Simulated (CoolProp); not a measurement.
Vapour-liquid equilibrium of R152A (1) + n-pentane (2) at -14.75 °C; x and y are mole fractions of (1).

Values from CoolProp's multi-fluid Helmholtz-energy mixture model, Outcalt 1996 and Thol 2019; pair parameters Bell 2016.

```
x      bubble pressure (MPa)  y at the bubble point  dew pressure at overall composition x (MPa)  liquid density (mol/L)
-----  ---------------------  ---------------------  -------------------------------------------  ----------------------
0.05                 0.04500                  0.742                                      0.01256                   9.313
0.125                0.07992                  0.860                                      0.01363                   9.586
0.2               (withheld)                  0.895                                      0.01490                   9.875
0.275             (withheld)                  0.910                                      0.01643              (withheld)
0.35                  0.1224                  0.917                                      0.01830                   10.51
0.425                 0.1265                  0.922                                      0.02065                   10.87
0.5               (withheld)                  0.924                                      0.02370                   11.25
0.575                 0.1305             (withheld)                                      0.02779                   11.67
0.65                  0.1323                  0.929                                      0.03358                   12.12
0.725                 0.1346                  0.933                                   (withheld)                   12.63
0.8                   0.1377                  0.941                                      0.05739                   13.18
0.875                 0.1418                  0.954                                      0.08809                   13.80
0.95                  0.1467                  0.976                                       0.1407                   14.50
```

Q: Complete the blanks.

A: 
- 0.2, bubble pressure (MPa): 0.1018
- 0.275, bubble pressure (MPa): 0.1149
- 0.275, liquid density (mol/L): 10.18
- 0.5, bubble pressure (MPa): 0.1288
- 0.575, y at the bubble point: 0.926
- 0.725, dew pressure at overall composition x (MPa): 0.04239

No azeotrope shows between x = 0.05 and 0.95.

Pair parameters are fitted to limited data, so mixtures are less certain than the pure fluids. With so large a gap from Raoult's law the liquid may split in two, which this calculation doesn't test in full.
